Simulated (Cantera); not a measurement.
Cantera run:

```python
import numpy as np
import cantera as ct

gas_names = """
    Cu CuO Cu2 H HNO HNO2 HNO3 HO2 H2 H2O H2O2 N NH NH2 NH3 NH2OH NO NO2 NO3 N2 N2H2 N2H4 N2O O OH O2 O3
""".split()
cond_names = """
    Cu(cr) Cu(L) CuO(s) CuO2H2(s) Cu2O(s) Cu2O(L) H2O(s) H2O(L)
""".split()


# ... load() reads the species with a 1 bar reference pressure and builds the phases ...
atoms = {
    'Cu2O': {'Cu': 2, 'O': 1},
    'H2': {'H': 2},
    'N2': {'N': 2},
}
top_T = {'CuO(s)': 1390}  # K; cautious upper limits of use, not melting points


# ... equilibrate(T, P, feed) seeds the gas with the atoms and calls Mixture.equilibrate('TP', solver="vcs", rtol=1e-11, max_steps=5000) ...
results = []
feed = {'Cu2O': 1, 'H2': 96, 'N2': 78}  # mol
T = 1750  # K
P = 10000  # Pa
mix = equilibrate(T, P, feed)
results.append((T, P, feed, dict(zip(mix.species_names, mix.species_moles))))
print(gas.report(threshold=1e-06))
for i in range(1, mix.n_phases):
    print(f"{mix.phase(i).name:16s} {mix.phase_moles(i):12.5e} mol")
```

It prints:

```
       temperature   1750 K
          pressure   10000 Pa
           density   0.0095583 kg/m^3
  mean mol. weight   13.908 kg/kmol
   phase of matter   gas

                          1 kg             1 kmol
                     ---------------   ---------------
          enthalpy        3.2711e+06        4.5493e+07  J
   internal energy        2.2249e+06        3.0943e+07  J
           entropy             17115        2.3803e+05  J/K
    Gibbs function        -2.668e+07       -3.7105e+08  J
 heat capacity c_p            2468.5             34331  J/K
 heat capacity c_v            1870.7             26017  J/K

                      mass frac. Y      mole frac. X     chem. pot. / RT
                     ---------------   ---------------   ---------------
                Cu          0.013644         0.0029862            -7.275
               Cu2        4.1862e-05        4.5809e-06            -14.55
                 H        3.9313e-05        0.00054242           -10.987
                H2          0.078845           0.54392           -21.975
               H2O         0.0074197          0.005728           -50.985
                N2           0.90001           0.44681           -29.607
     [  +21 minor]        1.4945e-06        1.2157e-06

Cu(L)             1.47710e+00 mol
Cu2O(L)           0.00000e+00 mol
```

Cantera equilibrium calculation (NASA polynomials, part measured and part estimated; ideal gas, pure solids and liquids).
